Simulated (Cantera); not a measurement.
Adiabatic ignition

An adiabatic, constant-volume homogeneous reactor starts with 11.5 % CH4, 9.21 % O2, 76.4 % N2, 2.88 % H2O, at 1773 K and 2930 Torr.

Detailed kinetics in Cantera: GRI-Mech 3.0 (53 species, 325 reactions).

```json
[
 {"t (s)": "1.00e-6", "T (K)": "1773", "P (bar)": "3.90", "x CH4": "0.115", "x O2": "0.0921", "x H2O": "0.0288", "x HO2": "2.46e-6", "x CH3": "3.22e-5", "x NO2": "<1e-12"},
 {"t (s)": "3.74e-6", "T (K)": "1772", "P (bar)": "3.90", "x CH4": "0.115", "x O2": "0.0920", "x H2O": "0.0288", "x HO2": "6.28e-6", "x CH3": "0.000134", "x NO2": "<1e-12"},
 {"t (s)": "1.40e-5", "T (K)": "1772", "P (bar)": "3.90", "x CH4": "0.114", "x O2": "0.0918", "x H2O": "0.0290", "x HO2": "9.66e-6", "x CH3": "0.000535", "x NO2": "<1e-12"},
 {"t (s)": "5.23e-5", "T (K)": "1792", "P (bar)": "3.95", "x CH4": "0.105", "x O2": "0.0876", "x H2O": "0.0337", "x HO2": "4.22e-5", "x CH3": "0.00172", "x NO2": "5.81e-12"},
 {"t (s)": "0.000196", "T (K)": "2443", "P (bar)": "6.06", "x CH4": "0.000975", "x O2": "1.02e-6", "x H2O": "0.0864", "x HO2": "1.87e-9", "x CH3": "0.000358", "x NO2": "5.00e-10"},
 {"t (s)": "0.000731", "T (K)": "2435", "P (bar)": "6.11", "x CH4": "1.82e-6", "x O2": "8.14e-7", "x H2O": "0.0773", "x HO2": "1.44e-9", "x CH3": "6.43e-7", "x NO2": "1.18e-9"},
 {"t (s)": "0.00273", "T (K)": "2436", "P (bar)": "6.11", "x CH4": "6.78e-10", "x O2": "8.49e-7", "x H2O": "0.0773", "x HO2": "1.50e-9", "x CH3": "2.46e-10", "x NO2": "4.95e-10"},
 {"t (s)": "0.0102", "T (K)": "2437", "P (bar)": "6.11", "x CH4": "6.07e-10", "x O2": "8.55e-7", "x H2O": "0.0774", "x HO2": "1.51e-9", "x CH3": "2.21e-10", "x NO2": "2.05e-10"},
 {"t (s)": "0.0382", "T (K)": "2437", "P (bar)": "6.11", "x CH4": "6.04e-10", "x O2": "8.56e-7", "x H2O": "0.0774", "x HO2": "1.52e-9", "x CH3": "2.20e-10", "x NO2": "1.82e-10"},
 {"t (s)": "0.143", "T (K)": "2437", "P (bar)": "6.11", "x CH4": "6.04e-10", "x O2": "8.56e-7", "x H2O": "0.0774", "x HO2": "1.52e-9", "x CH3": "2.20e-10", "x NO2": "1.82e-10"},
 {"t (s)": "0.535", "T (K)": "2437", "P (bar)": "6.11", "x CH4": "6.04e-10", "x O2": "8.56e-7", "x H2O": "0.0774", "x HO2": "1.52e-9", "x CH3": "2.20e-10", "x NO2": "1.82e-10"},
 {"t (s)": "2.00", "T (K)": "2437", "P (bar)": "6.11", "x CH4": "6.04e-10", "x O2": "8.56e-7", "x H2O": "0.0774", "x HO2": "1.52e-9", "x CH3": "2.20e-10", "x NO2": "1.82e-10"}
]
```
x: mole fraction; the columns are a selection and need not sum to one.

```yaml
time_of_steepest_temperature_rise: 94.7 µs
temperature at 2.00 s: 2437 K
equilibrium_temperature: 2437 K
x(CH4) at 2.00 s: 6.04e-10 (gas-phase equilibrium 6.82e-10)
x(O2) at 2.00 s: 8.56e-7 (gas-phase equilibrium 8.56e-7)
x(H2O) at 2.00 s: 0.0774 (gas-phase equilibrium 0.0774)
```
